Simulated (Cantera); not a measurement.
An adiabatic, constant-volume homogeneous reactor starts with CH4 : C2H6 : O2 : N2 = 1 : 0.16 : 1.07 : 4.8 (molar parts), equivalence ratio 2.4, at 1750 K and 3.85 atm.

Cantera simulation using GRI-Mech 3.0 (53 species, 325 reactions); the numbers are that mechanism's predictions, not measurements.

Q: Predict: time of steepest temperature rise; temperature at 0.600 s; equilibrium temperature; x(O2) at 0.600 s; x(H2O) at 0.600 s; x(CH2O) at 0.600 s.

A: 
| Item | Result |
|---|---|
| time of steepest temperature rise | 19.0 µs |
| temperature at 0.600 s | 2752 K |
| equilibrium temperature | 2752 K |
| x(O2) at 0.600 s | 8.05e-6 (gas-phase equilibrium 8.05e-6) |
| x(H2O) at 0.600 s | 0.0842 (gas-phase equilibrium 0.0842) |
| x(CH2O) at 0.600 s | 8.54e-8 (gas-phase equilibrium 8.54e-8) |
